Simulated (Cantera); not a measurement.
A freely propagating, adiabatic, planar premixed flame of CH4 : H2 : O2 : N2 = 1 : 0.06 : 1.69 : 6.36 (molar parts), unburnt at 648 K and 100.0 Torr; mixture-averaged transport, grid criteria slope 0.08 and curve 0.16, no radiation.

Model: GRI-Mech 3.0 (53 species, 325 reactions), integrated in Cantera. Burning velocities carry a grid error of a few per cent, more on coarse grids.

### Question
Predict: laminar burning velocity; thermal thickness; peak x(HO2).

### Answer
| Item | Result |
|---|---|
| laminar burning velocity | 206 cm/s |
| thermal thickness | 1.91 mm |
| peak x(HO2) | 0.000146 |
